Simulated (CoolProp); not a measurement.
Vapour pressure (kPa) of nitrogen: the reference equation beside estimates from Tc = -147.0 °C, pc = 3396 kPa, ω = 0.037.

The numbers come from the reference Helmholtz-energy equation of state, Span 2000 in CoolProp.

```
T (°C)   reference  Lee-Kesler  Peng-Robinson
-------  ---------  ----------  -------------
-179.05      504.1       504.6          505.5
-176.65        [?]         [?]          607.0
-174.25      720.5       720.9          722.6
-171.85      850.7       850.8          853.4
-169.55      990.5       990.2          994.1
-167.15       1153        1152           1158
-164.75       1334        1333           1340
-162.35       1535        1532           1543
-159.95       1756        1753           1766
-157.55       2000        1997           2012
-155.15       2268         [?]           2281
-152.75        [?]        2559           2575
-150.35       2883        2883           2895
```

Question: Some entries are withheld; supply them.

Answer: 
- -176.65, reference: 605.4
- -176.65, Lee-Kesler: 605.8
- -155.15, Lee-Kesler: 2265
- -152.75, reference: 2561

Absolute difference from the reference over all 13 rows, mean and median: Lee-Kesler 0.1 and 0.1 %, Peng-Robinson 0.4 and 0.4 %.
